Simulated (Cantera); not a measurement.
A perfectly stirred reactor is fed with H₂ : O₂ : N₂ : NO = 1 : 0.357 : 1.34 : 0.0037 (molar parts), at 1200000 Pa; it is adiabatic with a 650 K inlet, and is followed from long to short residence time, starting on the burning branch (τ in s: 0.029, 0.013, 0.0054, 0.0023, 0.001, 0.00043, 0.00018, 7.9e-05, 3.4e-05, 1.5e-05, 6.3e-06).

Computed with Cantera and GRI-Mech 3.0 (53 species, 325 reactions). The hydrogen kinetics of GRI-Mech 3.0 are dated; newer H2 mechanisms differ, most at raised pressure. The pressure lies above the range GRI-Mech 3.0 was tuned for (to about 10 atm). The mechanism lacks 2 NO + O2 → 2 NO2 and HONO, so NO2 and the effect of NO are under-described below about 1400 K.

**Question.** What does this change do: inlet temperature 650 to 475 K?

**Answer.** 
```tsv
quantity	before	after
blow-out, bracketed by the residence times tried	burning at 6.30 µs, the shortest tried	burning at 6.30 µs, the shortest tried
x(H₂) at τ = 29.0 ms	0.120	0.120
x(O₂) at τ = 29.0 ms	4.41e-5	2.11e-5
x(NO) at τ = 29.0 ms	0.000335	0.000208
x(OH) at τ = 29.0 ms	0.00200	0.00102
x(HO₂) at τ = 29.0 ms	9.36e-8	3.31e-8
x(H₂) at τ = 0.430 ms	0.120	0.120
x(O₂) at τ = 0.430 ms	0.000312	0.000343
x(NO) at τ = 0.430 ms	0.000877	0.000801
x(OH) at τ = 0.430 ms	0.00302	0.00217
x(HO₂) at τ = 0.430 ms	5.14e-7	6.04e-7
```
